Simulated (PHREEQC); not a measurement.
Make-up at 93 °C: 0.064 mmol/kgw ZnSO4, 0.02 mmol/kgw KCl and 0.27 mmol/kgw FeSO4. Closed to the air; pH follows from the charge balance.

Model: ion-association model, wateq4f.dat, run in PHREEQC.

No solid was allowed to form.

**Question.** Predict the pH, ionic strength.

**Answer.** pH 5.58; ionic strength 0.00123 mol/kgw.

**Question.** In which forms is S present?

**Answer.** SO4-2 91 %, FeSO4 7.6 %, ZnSO4 1.3 % of the S.

Species that the database lacks are ignored. Constants without temperature data keep their 25 °C values here.
